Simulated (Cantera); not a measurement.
# Counterflow diffusion flame

A counterflow diffusion flame at 270000 Pa, nozzles 20 mm apart: fuel side 49.3 % CH4, 38.9 % C2H6, 11.8 % N2 at 300 K, oxidiser side 28.0 % O2, 72.0 % N2 at 375 K, fuel mass flux 0.84 times the oxidiser's; mixture-averaged transport, no radiation.

Cantera simulation using GRI-Mech 3.0 (53 species, 325 reactions); the numbers are that mechanism's predictions, not measurements. GRI-Mech 3.0 has no aromatics or soot, which form on the fuel side of real flames. The maximum strain rate includes the flame's own expansion and is several times the mean.

```json
[
 {"oxidiser flux (kg/m²/s)": "0.68", "max strain (1/s)": "175", "mean strain (1/s)": "25.0", "T max (K)": "2465", "peak x OH": "0.0114", "peak x H": "0.00338", "peak x NO": "0.000866", "peak x CO": "0.0899", "peak x C2H2": "0.0366"},
 {"oxidiser flux (kg/m²/s)": "0.86", "max strain (1/s)": "216", "mean strain (1/s)": "31.6", "T max (K)": "2451", "peak x OH": "0.0115", "peak x H": "0.00350", "peak x NO": "0.000779", "peak x CO": "0.0882", "peak x C2H2": "0.0362"},
 {"oxidiser flux (kg/m²/s)": "1.1", "max strain (1/s)": "271", "mean strain (1/s)": "40.4", "T max (K)": "2435", "peak x OH": "0.0116", "peak x H": "0.00362", "peak x NO": "0.000704", "peak x CO": "0.0866", "peak x C2H2": "0.0358"},
 {"oxidiser flux (kg/m²/s)": "1.4", "max strain (1/s)": "339", "mean strain (1/s)": "51.5", "T max (K)": "2418", "peak x OH": "0.0117", "peak x H": "0.00375", "peak x NO": "0.000641", "peak x CO": "0.0849", "peak x C2H2": "0.0352"},
 {"oxidiser flux (kg/m²/s)": "1.8", "max strain (1/s)": "427", "mean strain (1/s)": "66.2", "T max (K)": "2400", "peak x OH": "0.0119", "peak x H": "0.00390", "peak x NO": "0.000588", "peak x CO": "0.0833", "peak x C2H2": "0.0345"},
 {"oxidiser flux (kg/m²/s)": "2.3", "max strain (1/s)": "537", "mean strain (1/s)": "84.5", "T max (K)": "2384", "peak x OH": "0.0120", "peak x H": "0.00406", "peak x NO": "0.000543", "peak x CO": "0.0820", "peak x C2H2": "0.0338"},
 {"oxidiser flux (kg/m²/s)": "2.9", "max strain (1/s)": "666", "mean strain (1/s)": "107", "T max (K)": "2369", "peak x OH": "0.0121", "peak x H": "0.00422", "peak x NO": "0.000506", "peak x CO": "0.0809", "peak x C2H2": "0.0330"},
 {"oxidiser flux (kg/m²/s)": "3.7", "max strain (1/s)": "837", "mean strain (1/s)": "136", "T max (K)": "2354", "peak x OH": "0.0123", "peak x H": "0.00439", "peak x NO": "0.000470", "peak x CO": "0.0799", "peak x C2H2": "0.0322"},
 {"oxidiser flux (kg/m²/s)": "4.8", "max strain (1/s)": "1070", "mean strain (1/s)": "176", "T max (K)": "2339", "peak x OH": "0.0124", "peak x H": "0.00459", "peak x NO": "0.000433", "peak x CO": "0.0790", "peak x C2H2": "0.0313"}
]
```
x: mole fraction; the columns are a selection and need not sum to one.
